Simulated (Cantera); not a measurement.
Feed: 1 mol c-C4F8, at 1350 K and 133 Pa.

Equilibrium computed with Cantera from the NASA thermochemical tables; the gas is ideal and each condensed phase is pure. Candidate condensed phases: C; 13 gas species. The feed counts by its element totals alone. Gases not in the tables: C2F6 and larger saturated fluorocarbons. The numbers say what is thermodynamically allowed, not how fast it happens.

Base state: CF4 1.000, CF2 9.67e-5, CF3 2.17e-5, F 1.69e-5 (mole fractions); condensed: C(graphite).

Question: What changes in the equilibrium state with this change: c-C4F8 replaced by C2F6?

Answer: 
```csv
species,before,after
CF4,1.000,1.000
CF2,9.67e-5,9.67e-5
CF3,2.17e-5,2.17e-5
F,1.69e-5,1.69e-5
"C(graphite), mol",2.00,0.500
```

Question: What changes in the equilibrium state with this change: temperature from 1350 K to 2675 K?

Answer: 
| species | before | after |
|---|---|---|
| F | 1.69e-5 | 0.905 |
| CF | <1e-9 | 0.0488 |
| CF2 | 9.67e-5 | 0.0395 |
| CF4 | 1.000 | 4.24e-6 |
| C3 | <1e-9 | 0.00472 |
| C | <1e-9 | 0.00118 |
| C2 | <1e-9 | 0.000450 |
| C5 | <1e-9 | 2.87e-5 |
| C(graphite), mol | 2.00 | 3.19 |

Question: What changes in the equilibrium state with this change: c-C4F8 replaced by CH2F2?

Answer: 
```json
[
 {"species": "HF", "before": "0", "after": "1.000"},
 {"species": "CF4", "before": "1.000", "after": "5.54e-7"},
 {"species": "F", "before": "1.69e-5", "after": "4.60e-7"},
 {"species": "CF2", "before": "9.67e-5", "after": "7.20e-8"},
 {"species": "CF3", "before": "2.17e-5", "after": "<1e-9"},
 {"species": "C(graphite), mol", "before": "2.00", "after": "1.000"}
]
```
Further candidate phases: C6H6, C7H8, C8H18.
